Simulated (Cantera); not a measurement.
Feed: 1 mol Cu2O, 0.89 mol H2, 0.43 mol N2, held at 0.120 bar.

Cantera equilibrium calculation (NASA polynomials, part measured and part estimated; ideal gas, pure solids and liquids). Candidate condensed phases: Cu, CuO, Cu(OH)2, Cu2O, H2O; 27 gas species. Kinetics and transport are ignored.

### Question
At 1652 °C, list the 5 most abundant gas species with their mole fractions, and the condensed phases.

### Answer
H2O 0.631, N2 0.306, O2 0.0380, Cu 0.0174, OH 0.00389. Condensed: Cu(l).
